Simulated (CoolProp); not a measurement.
A single-stage vapour-compression cycle with the fluid: evaporating at 265.15 K (dew point), condensing at 327.15 K (bubble point), superheat 8 K, subcooling 2 K, compressor efficiency 0.8, no pressure losses. The same conditions are run with several fluids, on thermodynamics alone (safety and materials aside).

Values from CoolProp's reference Helmholtz-energy equation of state of each fluid (R1336mzz(Z): McLinden 2020; R11: Jacobsen 1992; R22: Kamei 1995; R236FA: Pan 2012; R125: Lemmon 2005; R1233zd(E): Akasaka 2022).

```
fluid        cooling COP  pressure ratio  discharge temperature (K)  refrigerating effect (kJ/kg)  volumetric capacity (kJ/m³)
-----------  -----------  --------------  -------------------------  ----------------------------  ---------------------------
R1336mzz(Z)         2.57            12.3                      331.7                           116                          141
R11                    ?            9.41                      363.9                           144                          249
R22                 2.47               ?                          ?                             ?                         2230
R236FA              2.39            8.49                      331.7                          94.7                            ?
R125                1.81            5.38                      342.8                          62.1                         1920
R1233zd(E)          2.69            9.79                      345.2                           141                          279
```

### Question
Fill in the missing entries.

### Answer

- R11, cooling COP: 2.83
- R22, pressure ratio: 5.59
- R22, discharge temperature (K): 375.6
- R22, refrigerating effect (kJ/kg): 142
- R236FA, volumetric capacity (kJ/m³): 503
